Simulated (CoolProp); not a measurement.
R1234yf at several states: Z from the reference equation and from simpler models built on Tc = 94.7 °C, pc = 33.84 bar, ω = 0.276; each cubic takes its own stable root.

Values from CoolProp's reference Helmholtz-energy equation of state, Lemmon 2022.

```
T (°C)   p (bar)   phase  reference
-------  -------  ------  ---------
-129.05     16.4  liquid     0.1026
-125.15    0.114  liquid  0.0006999
-7.95       32.1  liquid     0.1369
```

Q: How far does each simpler model (van der Waals, Redlich-Kwong, Soave-Redlich-Kwong) lie from the reference over these 3 states: mean and median of the absolute difference, and the worst?

A: 
- van der Waals: mean 47267.5 %, median 73.3 %, worst +141663.1 % at -125.15 °C and 0.114 bar
- Redlich-Kwong: mean 16.4 %, median 16.4 %, worst +16.6 % at -129.05 °C and 16.4 bar
- Soave-Redlich-Kwong: mean 13.9 %, median 14.8 %, worst +15.1 % at -129.05 °C and 16.4 bar

At some of these states van der Waals gives the other phase, because its saturation line lies elsewhere.
